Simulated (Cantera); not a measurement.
An isothermal, constant-pressure homogeneous reactor starts with 5.48 % H₂, 94.5 % O₂, equivalence ratio 0.029, at 998 K and 10.00 Torr.

Detailed kinetics in Cantera: the H2/O2 subset of GRI-Mech 3.0, which has no nitrogen chemistry. Radical loss at walls, strong at low pressure, is not modelled. The temperature is held fixed by assumption; the heat of reaction is taken as removed at once.

One state of this run: x H₂ = 0.000338; x O₂ = 0.937; x HO₂ = 5.53e-6; x O = 0.00589; x H₂O = 0.0547. x: mole fraction; the columns are a selection and need not sum to one.

### Question
Which value of t (s) does it belong to?
A. 200
B. 3.00e-5
C. 1.06
D. 0.0324

### Answer
D, 0.0324
